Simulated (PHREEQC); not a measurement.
Make-up at 37 °C: 0.61 mol MgCl2 and 0.17 mol KCl per kg of water. Closed to the air; pH follows from the charge balance.

Computed with PHREEQC (Pitzer model, pitzer.dat).

Q: The ionic strength comes out as 2.00 mol/kgw. What activity coefficients do K+, Mg+2, Cl- get?

A: K+ 0.67, Mg+2 0.31, Cl- 0.58. Single-ion values are on the MacInnes scale.

No solid was allowed to form. Away from 25 °C the constants follow the database's enthalpies or fits; those with neither stay at their 25 °C values.
